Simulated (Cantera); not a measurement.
Ignition delay

Mixture: H2 : O2 : N2 = 1 : 0.294 : 1.11 (molar parts), at 2.10 bar, adiabatic and at constant pressure. Ignition delay is the time to a rise of 400 K.

Cantera simulation using the H2/O2 subset of GRI-Mech 3.0, which has no nitrogen chemistry; the numbers are that mechanism's predictions, not measurements. The hydrogen kinetics of GRI-Mech 3.0 are dated; newer H2 mechanisms differ, most at raised pressure. Where the delays flatten at high temperature, the 400 K rule measures the pace of heat release, not the induction time.

| T0 (K) | delay (ms) |
|---|---|
| 1125 | 0.0497 |
| 1200 | 0.0263 |
| 1275 | 0.0170 |
| 1350 | 0.0121 |
| 1425 | 0.00929 |
| 1500 | 0.00751 |
| 1575 | 0.00638 |
| 1650 | 0.00566 |
